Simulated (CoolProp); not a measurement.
The numbers come from the reference Helmholtz-energy equation of state, Colonna 2008 in CoolProp. It is a short technical equation, of lower accuracy than the large ones.

Give the vapour pressure (bar), liquid cp (kJ/(kg K)), surface tension (mN/m) of saturated dodecamethylcyclohexasiloxane (D6) at 463.2, 483.9 K.


```json
[
 {"T (K)": "463.2", "p (bar)": "0.248", "liquid cp (kJ/(kg K))": "1.91", "surface tension (mN/m)": "6.82"},
 {"T (K)": "483.9", "p (bar)": "0.443", "liquid cp (kJ/(kg K))": "1.95", "surface tension (mN/m)": "5.63"}
]
```

Surface tension comes from a separate correlation (Mulero 2014).
